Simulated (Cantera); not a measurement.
Input (Python, Cantera) and output of one run.

```python
import numpy as np
import cantera as ct

gas_names = """
    H H2 N NH NH2 NH3 N2 N2H2 N2H4 Pb Pb2
""".split()
cond_names = """
    Pb(cr) Pb(L)
""".split()


# ... load() reads the species with a 1 bar reference pressure and builds the phases ...
atoms = {
    'Pb': {'Pb': 1},
    'NH3': {'N': 1, 'H': 3},
    'N2': {'N': 2},
}
top_T = {}  # K; cautious upper limits of use, not melting points


# ... equilibrate(T, P, feed) seeds the gas with the atoms and calls Mixture.equilibrate('TP', solver="vcs", rtol=1e-11, max_steps=5000) ...
results = []
T = 1498.15  # K
P = 320000  # Pa
for m in [31, 64, 97, 130, 160, 200, 230, 260, 300]:
    feed = {'Pb': 1, 'NH3': 0.31, 'N2': m}  # mol
    mix = equilibrate(T, P, feed)
    results.append((T, P, feed, dict(zip(mix.species_names, mix.species_moles))))

top = {s: max(r[3][s] / sum(r[3][g] for g in gas_names) for r in results) for s in gas_names}
cols = sorted((s for s in top if top[s] > 0.0001), key=lambda s: -top[s])[:6]
seen = [c for c in cond_names if any(r[3].get(c, 0) > 1e-12 for r in results)]
print("log10 of partial pressures in bar; condensed amounts in mol")
print(f"{'n(N2)':>10s}" + "".join(f"{s[:9]:>10s}" for s in cols + seen))
for T, P, feed, n in results:
    ng = sum(n[g] for g in gas_names)
    print(f"{feed['N2']:10.4g}" + "".join(f"{np.log10(max(n[s] / ng * P / 1e5, 1e-99)):10.3f}" for s in cols)
          + "".join(f"{n.get(c, 0):10.4g}" for c in seen))
```

Result:

```
log10 of partial pressures in bar; condensed amounts in mol
     n(N2)        N2        H2        Pb     Pb(L)
        31     0.495    -1.331    -1.618    0.7597
        64     0.499    -1.641    -1.618    0.5088
        97     0.500    -1.820    -1.618     0.258
       130     0.500    -1.947    -1.618  0.007149
       160     0.501    -2.036    -1.704         0
       200     0.502    -2.132    -1.800         0
       230     0.502    -2.192    -1.860         0
       260     0.503    -2.245    -1.913         0
       300     0.503    -2.307    -1.974         0
```

These are equilibrium values from Cantera (NASA tables, ideal gas, pure condensed phases), not measurements of a reactor.
